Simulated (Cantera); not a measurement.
Iron carbonyl, mercury and lead vapours: PbO + O2 + H2

A closed system holds: 1 mol PbO, 0.7 mol O2, 30 mol H2.

Cantera equilibrium calculation (NASA polynomials, part measured and part estimated; ideal gas, pure solids and liquids). Candidate condensed phases: H2O, Pb, PbO, PbO2, Pb3O4; 12 gas species. Kinetics and transport are ignored.

Question: Map the stable condensed phases over T = 550, 650, 750, 850, 950, 1050, 1150, 1250, 1350 K and P in Pa = 10, 52, 270, 1400, 7200, 37000, 190000, 1000000.

Answer: 
```
T in K \ P in Pa
              10      52     270    1400    7200   37000  190000 1000000
   1350        A       A       A       A       A       B       B       B
   1250        A       A       A       A       B       B       B       B
   1150        A       A       A       B       B       B       B       B
   1050        A       A       B       B       B       B       B       B
    950        A       B       B       B       B       B       B       B
    850        B       B       B       B       B       B       B       B
    750        B       B       B       B       B       B       B       B
    650        B       B       B       B       B       B       B       B
    550        B       B       B       B       B       B       B       B
```
A: gas only; B: Pb.
